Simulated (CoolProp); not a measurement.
Vapour-liquid equilibrium of R134a (1) + R236FA (2) at 44.65 °C; x and y are mole fractions of (1).

Computed with CoolProp (multi-fluid Helmholtz-energy mixture model, Tillner-Roth 1994 and Pan 2012; pair parameters Bell 2016).

```tsv
x	bubble pressure (MPa)	y at the bubble point	dew pressure at overall composition x (MPa)	liquid density (mol/L)
0.05	0.5296	0.093	0.5158	8.584
0.2	…	…	0.5668	8.910
0.35	0.7091	…	0.6283	…
0.5	0.8038	…	0.7037	9.628
0.65	…	0.780	…	…
0.8	1.005	0.884	0.9203	10.44
0.95	1.113	0.973	1.083	10.89
```

### Question
What belongs in the gaps?

### Answer

- 0.2, bubble pressure (MPa): 0.6179
- 0.2, y at the bubble point: 0.327
- 0.35, y at the bubble point: 0.510
- 0.35, liquid density (mol/L): 9.258
- 0.5, y at the bubble point: 0.658
- 0.65, bubble pressure (MPa): 0.9024
- 0.65, dew pressure at overall composition x (MPa): 0.7984
- 0.65, liquid density (mol/L): 10.02

No azeotrope shows between x = 0.05 and 0.95.

Pair parameters are fitted to limited data, so mixtures are less certain than the pure fluids.
